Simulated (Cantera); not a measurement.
Input (Python, Cantera) and output of one run.

```python
import numpy as np
import cantera as ct

gas_names = """
    H H2 N NH NH2 NH3 N2 N2H2 N2H4 Si SiH SiH2 SiH3 SiH4 SiN Si2 Si2N Si3
""".split()
cond_names = """
    Si(cr) Si(L) Si3N4(a)
""".split()


# ... load() reads the species with a 1 bar reference pressure and builds the phases ...
atoms = {
    'SiH4': {'Si': 1, 'H': 4},
    'N2': {'N': 2},
}
top_T = {'Si3N4(a)': 2400}  # K; cautious upper limits of use, not melting points


# ... equilibrate(T, P, feed) seeds the gas with the atoms and calls Mixture.equilibrate('TP', solver="vcs", rtol=1e-11, max_steps=5000) ...
results = []
feed = {'SiH4': 1, 'N2': 15}  # mol
T = 2000  # K
P = 11  # Pa
mix = equilibrate(T, P, feed)
results.append((T, P, feed, dict(zip(mix.species_names, mix.species_moles))))
x = sorted(zip(gas.X, gas.species_names), reverse=True)
print(f"T = {T:g} K  P = {P:g} Pa  gas = {mix.phase_moles(0):.4g} mol")
print("   x: " + "  ".join(f"{s} {v:.3e}" for v, s in x if v > 1e-05))
print("   condensed (mol): " + ("  ".join(f"{mix.phase(i).name} {mix.phase_moles(i):.4g}"
      for i in range(1, mix.n_phases) if mix.phase_moles(i) > 1e-12) or "none"))
```

Result:

```
T = 2000 K  P = 11 Pa  gas = 18.41 mol
   x: N2 8.145e-01  H2 8.584e-02  Si 5.385e-02  H 4.543e-02  SiN 1.327e-04  SiH 1.123e-04  Si2 7.596e-05  Si2N 2.371e-05
   condensed (mol): none
```

These are equilibrium values from Cantera (NASA tables, ideal gas, pure condensed phases), not measurements of a reactor. The tables' values for SiN are old estimates; treat these amounts as uncertain.
